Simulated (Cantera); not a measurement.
What does this Cantera script print?

```python
import numpy as np
import cantera as ct

gas_names = """
    AL ALH ALO ALOH ALO2 ALO2H AL2 AL2O AL2O2 H HALO HO2 H2 H2O H2O2 O OH O2 O3 Si SiH SiH2 SiH3 SiH4
    SiO SiO2 Si2 Si3
""".split()
cond_names = """
    AL(cr) AL(L) AL2O3(a) AL2O3(L) AL2SiO5(an) AL6Si2O13(s) H2O(s) H2O(L) Si(cr) Si(L) SiO2(Lqz)
    SiO2(hqz) SiO2(L)
""".split()


# ... load() reads the species with a 1 bar reference pressure and builds the phases ...
atoms = {
    'SiO2': {'Si': 1, 'O': 2},
    'Al2O3': {'AL': 2, 'O': 3},
    'H2': {'H': 2},
}
top_T = {'AL2SiO5(an)': 2000, 'AL6Si2O13(s)': 2100}  # K; cautious upper limits of use, not melting points


# ... equilibrate(T, P, feed) seeds the gas with the atoms and calls Mixture.equilibrate('TP', solver="vcs", rtol=1e-11, max_steps=5000) ...
results = []
feed = {'SiO2': 1, 'Al2O3': 0.55, 'H2': 26}  # mol
P = 89000  # Pa
for T in [1100, 1125, 1150, 1175, 1200, 1225, 1250, 1275]:
    mix = equilibrate(T, P, feed)
    results.append((T, P, feed, dict(zip(mix.species_names, mix.species_moles))))
    x = sorted(zip(gas.X, gas.species_names), reverse=True)
    print(f"T = {T:g} K  P = {P:g} Pa  gas = {mix.phase_moles(0):.4g} mol")
    print("   x: " + "  ".join(f"{s} {v:.3e}" for v, s in x if v > 1e-06))
    print("   condensed (mol): " + ("  ".join(f"{mix.phase(i).name} {mix.phase_moles(i):.4g}"
          for i in range(1, mix.n_phases) if mix.phase_moles(i) > 1e-12) or "none"))
```

Result:

```
T = 1100 K  P = 89000 Pa  gas = 26 mol
   x: H2 1.000e+00
   condensed (mol): AL2SiO5(an) 0.55  SiO2(hqz) 0.45
T = 1125 K  P = 89000 Pa  gas = 26 mol
   x: H2 1.000e+00
   condensed (mol): AL2SiO5(an) 0.55  SiO2(hqz) 0.45
T = 1150 K  P = 89000 Pa  gas = 26 mol
   x: H2 1.000e+00
   condensed (mol): AL2SiO5(an) 0.55  SiO2(hqz) 0.45
T = 1175 K  P = 89000 Pa  gas = 26 mol
   x: H2 1.000e+00
   condensed (mol): AL2SiO5(an) 0.55  SiO2(hqz) 0.45
T = 1200 K  P = 89000 Pa  gas = 26 mol
   x: H2 1.000e+00
   condensed (mol): AL2SiO5(an) 0.55  SiO2(hqz) 0.45
T = 1225 K  P = 89000 Pa  gas = 26 mol
   x: H2 1.000e+00
   condensed (mol): AL2SiO5(an) 0.55  SiO2(hqz) 0.45
T = 1250 K  P = 89000 Pa  gas = 26 mol
   x: H2 1.000e+00
   condensed (mol): AL2SiO5(an) 0.55  SiO2(hqz) 0.45
T = 1275 K  P = 89000 Pa  gas = 26 mol
   x: H2 1.000e+00
   condensed (mol): AL6Si2O13(s) 0.1833  SiO2(hqz) 0.6333
```

Equilibrium computed with Cantera from the NASA thermochemical tables; the gas is ideal and each condensed phase is pure. Mutual solubility and eutectic melting of coexisting phases are not modelled. The tables hold silica as quartz up to 1696 K and as liquid above; real silica turns to tridymite and cristobalite and melts near 1996 K. Condensed phases not in the tables: alloys, solid solutions and most ternary compounds.
